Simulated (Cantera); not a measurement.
**SiH₂Cl₂ + NH₃ + N₂ (silicon nitride deposition)**

Charge: 1 mol SiH₂Cl₂, 41 mol NH₃, 46 mol N₂, equilibrated at 1777 °C and 13300 Pa.

These are equilibrium values from Cantera (NASA tables, ideal gas, pure condensed phases), not measurements of a reactor. Candidate condensed phases: NH₄Cl, Si, Si₃N₄; 28 gas species. The tables' values for SiCl, SiN are old estimates; treat these amounts as uncertain. Gases not in the tables: Si₂H₆ and higher silanes. The numbers say what is thermodynamically allowed, not how fast it happens.

- x(N₂) = 0.510
- x(H₂) = 0.470
- x(HCl) = 0.0134
- x(H) = 0.00426
- x(SiCl₂) = 0.000865
- x(Si) = 0.000580
- x(SiCl) = 9.73e-5
- x(Cl) = 9.00e-5
- x(SiH) = 8.78e-5
- n(Si(l)) = 0.760 mol
- gas amount = 130.4 mol
